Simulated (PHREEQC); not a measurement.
TMAH is added in steps, without added water, to 1 kg of water holding 0.0085 mol HCl, 0.005 mol CuSO4 and 0.011 mol Fe2(SO4)3, at 25 °C. O2 is buffered at 0.21 atm. No CO2 enters from the air. Solids allowed: Fe(OH)3(a), Cu(OH)2, Brochantite, Antlerite, Atacamite, Chalcanthite. Others were left out.

Base run: PHREEQC, ion-association model, wateq4f.dat. Each further column changes one thing. The table gives pH.

| TMAH added (mol) | base | Debye-Hückel limiting law | metal-ligand complexes left out | all activity coefficients set to 1 |
|---|---|---|---|---|
| 0 | 2.30 | 2.30 | 2.07 | 2.30 |
| 0.009375 | 2.83 | 2.59 | 2.25 | 2.90 |
| 0.01875 | 2.93 | 2.80 | 2.48 | 2.96 |
| 0.03125 | 2.99 | 3.24 | 2.82 | 3.05 |
| 0.04063 | 3.04 | 3.21 | 2.84 | 3.12 |
| 0.05 | 3.11 | 3.21 | ? | 3.20 |
| 0.05937 | 3.20 | ? | 2.94 | 3.31 |
| 0.06875 | 3.37 | 3.39 | 3.11 | 3.50 |
| 0.08125 | 5.55 | 5.66 | 5.49 | 5.71 |
| 0.09062 | 11.66 | ? | 11.66 | 11.79 |
| 0.1 | 12.06 | 12.00 | 12.06 | 12.19 |

### Question
Complete the blanks.

### Answer

- 0.05, metal-ligand complexes left out: 2.88
- 0.05937, Debye-Hückel limiting law: 3.25
- 0.09062, Debye-Hückel limiting law: 11.60

(CH3)4N+ isn't in the database: it is added as a free cation with an ion size of 4 Å. The database's constant for dissolved Cu(OH)2 is higher than later reviews accept.
